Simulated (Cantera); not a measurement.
A perfectly stirred reactor is fed with NH₃ : H₂ = 1 : 0.25 (molar parts), at 45000 Pa; it is held at 1850 K, and followed from long to short residence time.

Computed with Cantera and the gas-phase N/H chemistry of the illustrative SiF4/NH3 mechanism in the Surface Chemkin manual (1991). Walls and surfaces, which speed up NH3 decomposition in real reactors, are not modelled.

Question: What does this change do: temperature 1850 to 1823 K?

Answer: 
```csv
quantity,before,after
x(NH₃) at τ = 0.930 s,0.225,0.282
x(H₂) at τ = 0.930 s,0.615,0.574
x(N₂) at τ = 0.930 s,0.160,0.144
x(H) at τ = 0.930 s,0.000211,0.000158
x(N₂H₄) at τ = 0.930 s,3.49e-8,4.48e-8
x(NH₃) at τ = 85.0 ms,0.636,0.675
x(H₂) at τ = 85.0 ms,0.318,0.290
x(N₂) at τ = 85.0 ms,0.0455,0.0344
x(H) at τ = 85.0 ms,7.73e-5,5.96e-5
x(N₂H₄) at τ = 85.0 ms,1.39e-7,1.43e-7
```

Question: What does this change do: H2 0.25 to 1.2 parts?

Answer: 
```csv
quantity,before,after
x(NH₃) at τ = 0.930 s,0.225,0.156
x(H₂) at τ = 0.930 s,0.615,0.741
x(N₂) at τ = 0.930 s,0.160,0.102
x(H) at τ = 0.930 s,0.000211,0.000283
x(N₂H₄) at τ = 0.930 s,3.49e-8,2.08e-8
x(NH₃) at τ = 85.0 ms,0.636,0.380
x(H₂) at τ = 85.0 ms,0.318,0.594
x(N₂) at τ = 85.0 ms,0.0455,0.0254
x(H) at τ = 85.0 ms,7.73e-5,0.000169
x(N₂H₄) at τ = 85.0 ms,1.39e-7,6.87e-8
```
